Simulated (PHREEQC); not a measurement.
Dissolve 0.0052 mol/kgw ZnCl2, 0.00031 mol/kgw Na2SO4 and 0.0005 mol/kgw H2SO4 at 30 °C. Closed to the air; pH follows from the charge balance.

Model: ion-association model, wateq4f.dat, run in PHREEQC.

Each row changes one thing in this solution. This is a speciation only: nothing precipitates in the calculation.

```tsv
case	pH	ionic strength (mol/kgw)	Zn+2 (mol/kgw)	SO4-2 (mol/kgw)	ZnSO4 (mol/kgw)	ZnCl+ (mol/kgw)	SI of Goslarite (ZnSO4:7H2O)	SI of Zincite(c) (ZnO)
as made	3.06	0.0168	0.00486	0.000538	0.000234	0.000102	-4.10	-7.27
Na2SO4 left out	3.06	0.0163	0.00495	0.000330	0.000148	0.000105	-4.30	-7.28
0.0057 mol/kgw TMAH added	8.52	0.0144	0.00219	0.000668	0.000139	4.72e-5	-4.32	+3.30
0.0016 mol/kgw H2SiF6 added	2.49	0.0206	0.00488	0.000495	0.000198	9.87e-5	-4.17	-8.43
Na2SO4 from 0.00031 to 0.00155 mol/kgw	3.09	0.0192	0.00456	0.00140	0.000541	9.36e-5	-3.73	-7.26
5.5e-05 mol/kgw LiF added	3.08	0.0168	0.00486	0.000539	0.000234	0.000102	-4.10	-7.25
```

Complexes and solids missing from the database can't appear. Some of these states are supersaturated (in Zn(OH)2-e, Zn5(OH)8Cl2, Quartz (slow to form), for instance). SiF6-2 is the database's only silicon fluoride.
